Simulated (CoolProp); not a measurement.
A simple Rankine cycle with R124: condensing at 306.15 K, boiler at 1.95 MPa, turbine inlet 368.1 K, turbine efficiency 0.9, pump efficiency 0.8, no recuperator. Each further row changes one setting.

Computed with CoolProp (reference Helmholtz-energy equation of state, de Vries 1995).

| case | thermal efficiency (%) | net work (kJ/kg) | heat in (kJ/kg) | turbine exit temperature (K) | volume ratio over the turbine |
|---|---|---|---|---|---|
| as stated | 11.3 | (withheld) | 171 | 318.3 | 4.52 |
| turbine inlet 388.1 K | 11.4 | 22.0 | (withheld) | 341.8 | 4.26 |
| condensing temperature 298.15 K | 12.7 | 23.0 | 180 | 311.6 | 5.74 |
| boiler pressure 1.36 MPa | 8.9 | 16.2 | (withheld) | 335.3 | 2.88 |
| turbine efficiency 0.8 | 9.9 | 17.0 | 171 | 321.1 | (withheld) |

Task: Fill in the missing entries.

Result: 
- as stated, net work (kJ/kg): 19.4
- turbine inlet 388.1 K, heat in (kJ/kg): 194
- boiler pressure 1.36 MPa, heat in (kJ/kg): 182
- turbine efficiency 0.8, volume ratio over the turbine: 4.58
